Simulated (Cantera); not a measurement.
Cantera run:

```python
import numpy as np
import cantera as ct

gas_names = [...]  # 95 gases of nasa_gas.yaml made of C, F, H
cond_names = """
    C(gr) C6H6(L) C7H8(L) C8H18(L),n-octa
""".split()


# ... load() reads the species with a 1 bar reference pressure and builds the phases ...
atoms = {
    'C2F6': {'C': 2, 'F': 6},
    'H2': {'H': 2},
}
top_T = {'C(gr)': 4500}  # K; cautious upper limits of use, not melting points


# ... equilibrate(T, P, feed) seeds the gas with the atoms and calls Mixture.equilibrate('TP', solver="vcs", rtol=1e-11, max_steps=5000) ...
results = []
T = 650  # K
P = 49000  # Pa
for m in [0.36, 0.46, 0.6, 0.77, 1, 1.3, 1.7, 2.2, 2.8, 3.6, 4.7, 6.1]:
    feed = {'C2F6': 1, 'H2': m}  # mol
    mix = equilibrate(T, P, feed)
    results.append((T, P, feed, dict(zip(mix.species_names, mix.species_moles))))
    x = sorted(zip(gas.X, gas.species_names), reverse=True)
    print(f"T = {T:g} K  P = {P:g} Pa  n(H2) = {m:g} mol  gas = {mix.phase_moles(0):.4g} mol")
    print("   x: " + "  ".join(f"{s} {v:.3e}" for v, s in x if v > 1e-06))
    print("   condensed (mol): " + ("  ".join(f"{mix.phase(i).name} {mix.phase_moles(i):.4g}"
          for i in range(1, mix.n_phases) if mix.phase_moles(i) > 1e-12) or "none"))
```

Result:

```
T = 650 K  P = 49000 Pa  n(H2) = 0.36 mol  gas = 2.04 mol
   x: CF4 6.471e-01  HF 3.529e-01  H2F2 1.631e-05
   condensed (mol): C(gr) 0.68
T = 650 K  P = 49000 Pa  n(H2) = 0.46 mol  gas = 2.19 mol
   x: CF4 5.799e-01  HF 4.201e-01  H2F2 2.311e-05
   condensed (mol): C(gr) 0.73
T = 650 K  P = 49000 Pa  n(H2) = 0.6 mol  gas = 2.4 mol
   x: CF4 5.000e-01  HF 5.000e-01  H2F2 3.274e-05
   condensed (mol): C(gr) 0.8
T = 650 K  P = 49000 Pa  n(H2) = 0.77 mol  gas = 2.655 mol
   x: HF 5.800e-01  CF4 4.200e-01  H2F2 4.405e-05
   condensed (mol): C(gr) 0.885
T = 650 K  P = 49000 Pa  n(H2) = 1 mol  gas = 3 mol
   x: HF 6.666e-01  CF4 3.334e-01  H2F2 5.820e-05
   condensed (mol): C(gr) 1
T = 650 K  P = 49000 Pa  n(H2) = 1.3 mol  gas = 3.45 mol
   x: HF 7.535e-01  CF4 2.464e-01  H2F2 7.437e-05
   condensed (mol): C(gr) 1.15
T = 650 K  P = 49000 Pa  n(H2) = 1.7 mol  gas = 4.05 mol
   x: HF 8.394e-01  CF4 1.605e-01  H2F2 9.228e-05
   condensed (mol): C(gr) 1.35
T = 650 K  P = 49000 Pa  n(H2) = 2.2 mol  gas = 4.799 mol
   x: HF 9.165e-01  CF4 8.334e-02  H2F2 1.100e-04
   condensed (mol): C(gr) 1.6
T = 650 K  P = 49000 Pa  n(H2) = 2.8 mol  gas = 5.699 mol
   x: HF 9.823e-01  CF4 1.755e-02  H2F2 1.264e-04
   condensed (mol): C(gr) 1.9
T = 650 K  P = 49000 Pa  n(H2) = 3.6 mol  gas = 6.441 mol
   x: HF 9.313e-01  H2 4.394e-02  CH4 2.461e-02  H2F2 1.136e-04
   condensed (mol): C(gr) 1.841
T = 650 K  P = 49000 Pa  n(H2) = 4.7 mol  gas = 7.131 mol
   x: HF 8.412e-01  CH4 7.967e-02  H2 7.906e-02  H2F2 9.267e-05
   condensed (mol): C(gr) 1.432
T = 650 K  P = 49000 Pa  n(H2) = 6.1 mol  gas = 7.97 mol
   x: HF 7.527e-01  CH4 1.418e-01  H2 1.055e-01  H2F2 7.420e-05
   condensed (mol): C(gr) 0.8702
```

These are equilibrium values from Cantera (NASA tables, ideal gas, pure condensed phases), not measurements of a reactor. The feed counts by its element totals alone. Condensed phases not in the tables: fluorocarbon polymer. Gases not in the tables: C2F6 and larger saturated fluorocarbons.
